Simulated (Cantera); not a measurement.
Feed: 1 mol Si, 4 mol HBr, equilibrated at 700 K and 1.20 Pa.

These are equilibrium values from Cantera (NASA tables, ideal gas, pure condensed phases), not measurements of a reactor. Candidate condensed phases: Br2, Si; 19 gas species. The tables' values for SiBr3 are old estimates; treat these amounts as uncertain. Rates play no part.

Base state: H2 0.656, SiBr4 0.327, HBr 0.0148, SiHBr3 0.00157, SiBr2 0.000118, SiBr3 7.60e-5 (mole fractions); condensed: Si(s).

**Question.** What changes in the equilibrium state with this change: pressure from 1.20 Pa to 100000 Pa?

**Answer.** 
```
species       before    after
----------  --------  -------
H2             0.656    0.662
SiBr4          0.327    0.328
HBr           0.0148  0.00489
SiHBr3       0.00157  0.00482
SiBr2       0.000118  1.32e-8
SiBr3        7.60e-5  8.04e-7
SiH2Br2      3.50e-6  3.28e-5
Si(s), mol   0.00972        0
```

**Question.** What changes in the equilibrium state with this change: temperature from 700 K to 1550 K?

**Answer.** 
```tsv
species	before	after
H2	0.656	0.336
Br	8.33e-9	0.251
SiBr2	0.000118	0.210
SiBr4	0.327	7.49e-7
HBr	0.0148	0.191
H	<1e-9	0.00527
SiBr	<1e-9	0.00451
Si(s), mol	0.00972	0
```
The tables' values for SiBr, SiBr3 are old estimates; treat these amounts as uncertain.

**Question.** What changes in the equilibrium state with this change: pressure from 1.20 Pa to 1000 Pa?

**Answer.** 
```
species       before    after
----------  --------  -------
H2             0.656    0.662
SiBr4          0.327    0.328
HBr           0.0148  0.00489
SiHBr3       0.00157  0.00482
SiBr2       0.000118  1.31e-6
SiBr3        7.60e-5  8.03e-6
SiH2Br2      3.50e-6  3.28e-5
Si(s), mol   0.00972        0
```
